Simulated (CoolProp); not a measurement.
Computed with CoolProp (reference Helmholtz-energy equation of state, Span 1996).

Question: Give the vapour pressure (bar), liquid density (kg/m³), vapour density (kg/m³), enthalpy of vaporisation (kJ/kg) of saturated carbon dioxide at 232.8, 282.7 K.

Answer: 
```csv
T (K),p (bar),liquid density (kg/m³),vapour density (kg/m³),enthalpy of vaporisation (kJ/kg)
232.8,9.92,1120,25.8,323
282.7,44.5,864,133,199
```
